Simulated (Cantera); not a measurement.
A Cantera script and what it prints.

```python
import numpy as np
import cantera as ct

gas_names = """
    CL CL2 H HCL H2 N NH NH2 NH3 N2 N2H2 N2H4 Si SiCL SiCL2 SiCL3 SiCL4 SiH SiHCL3 SiH2 SiH2CL2 SiH3
    SiH3CL SiH4 SiN Si2 Si2N Si3
""".split()
cond_names = """
    NH4CL(a) NH4CL(b) Si(cr) Si(L) Si3N4(a)
""".split()


# ... load() reads the species with a 1 bar reference pressure and builds the phases ...
atoms = {
    'SiH2Cl2': {'Si': 1, 'H': 2, 'CL': 2},
    'N2': {'N': 2},
}
top_T = {'Si3N4(a)': 2400}  # K; cautious upper limits of use, not melting points


# ... equilibrate(T, P, feed) seeds the gas with the atoms and calls Mixture.equilibrate('TP', solver="vcs", rtol=1e-11, max_steps=5000) ...
results = []
feed = {'SiH2Cl2': 1, 'N2': 40}  # mol
T = 1125  # K
P = 101325  # Pa
mix = equilibrate(T, P, feed)
results.append((T, P, feed, dict(zip(mix.species_names, mix.species_moles))))
print(gas.report(threshold=0.0001))
for i in range(1, mix.n_phases):
    print(f"{mix.phase(i).name:16s} {mix.phase_moles(i):12.5e} mol")
```

Output:

```
       temperature   1125 K
          pressure   1.0132e+05 Pa
           density   0.31026 kg/m^3
  mean mol. weight   28.642 kg/kmol
   phase of matter   gas

                          1 kg             1 kmol
                     ---------------   ---------------
          enthalpy        7.0454e+05        2.0179e+07  J
   internal energy        3.7796e+05        1.0825e+07  J
           entropy            8169.5        2.3399e+05  J/K
    Gibbs function       -8.4861e+06       -2.4306e+08  J
 heat capacity c_p            1170.8             33533  J/K
 heat capacity c_v            880.48             25219  J/K

                      mass frac. Y      mole frac. X     chem. pot. / RT
                     ---------------   ---------------   ---------------
               HCL          0.041843          0.032872           -37.855
                H2        0.00054765         0.0077806           -22.649
                N2            0.9345           0.95545           -25.207
             SiCL4          0.022969         0.0038725           -123.25
     [  +24 minor]        0.00013823        2.9653e-05

Si(cr)            0.00000e+00 mol
Si3N4(a)          2.79643e-01 mol
```

Cantera equilibrium calculation (NASA polynomials, part measured and part estimated; ideal gas, pure solids and liquids). N2 is the only nitrogen source here; it is nearly inert below about 1500 K, so the nitride shown seldom forms there in practice. The tables' values for SiCl3 are old estimates; treat these amounts as uncertain.
